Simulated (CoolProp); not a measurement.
Values from CoolProp's reference Helmholtz-energy equation of state, Lemmon 2013.

Q: Give the vapour pressure (bar), liquid density (kg/m³), liquid cp (kJ/(kg K)), vapour Z of saturated propylene at 42.35 °C.

A: 
```json
[
 {"T (°C)": "42.35", "p (bar)": "17.4", "liquid density (kg/m³)": "474", "liquid cp (kJ/(kg K))": "2.92", "vapour Z": "0.737"}
]
```
